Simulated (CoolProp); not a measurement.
A single-stage vapour-compression cycle with the fluid: evaporating at 308.15 K (dew point), condensing at 374.15 K (bubble point), superheat 5 K, subcooling 5 K, compressor efficiency 0.6, no pressure losses. The same conditions are run with several fluids, on thermodynamics alone (safety and materials aside).

Model: reference Helmholtz-energy equation of state of each fluid (n-perfluorohexane: Gao 2022; n-perfluorobutane: Gao 2022; R114: Platzer 1990; the fluoroketone C6F12O (FK-5-1-12): McLinden 2015; propyne: Polt 1992; n-hexane: Thol 2019), in CoolProp. The equations of Platzer and Polt are older, rougher fits.

Rank n-perfluorohexane, n-perfluorobutane, R114, the fluoroketone C6F12O (FK-5-1-12), propyne, n-hexane by cooling COP, highest first.

n-hexane (2.07), propyne (1.94), R114 (1.75), n-perfluorohexane (1.22), the fluoroketone C6F12O (FK-5-1-12) (1.19), n-perfluorobutane (0.607)

```json
[
 {"fluid": "n-perfluorohexane", "pressure ratio": "8.14", "discharge temperature (K)": "374.1", "refrigerating effect (kJ/kg)": "26.8", "volumetric capacity (kJ/m³)": "161"},
 {"fluid": "n-perfluorobutane", "pressure ratio": "4.97", "discharge temperature (K)": "374.1", "refrigerating effect (kJ/kg)": "12.3", "volumetric capacity (kJ/m³)": "461"},
 {"fluid": "R114", "pressure ratio": "4.96", "discharge temperature (K)": "378.6", "refrigerating effect (kJ/kg)": "62.1", "volumetric capacity (kJ/m³)": "1300"},
 {"fluid": "the fluoroketone C6F12O (FK-5-1-12)", "pressure ratio": "7.57", "discharge temperature (K)": "374.2", "refrigerating effect (kJ/kg)": "26.7", "volumetric capacity (kJ/m³)": "205"},
 {"fluid": "propyne", "pressure ratio": "4.42", "discharge temperature (K)": "418.3", "refrigerating effect (kJ/kg)": "284", "volumetric capacity (kJ/m³)": "3840"},
 {"fluid": "n-hexane", "pressure ratio": "8.26", "discharge temperature (K)": "374.7", "refrigerating effect (kJ/kg)": "218", "volumetric capacity (kJ/m³)": "225"}
]
```

The compression ends wet for: n-perfluorohexane; n-perfluorobutane; the fluoroketone C6F12O (FK-5-1-12).
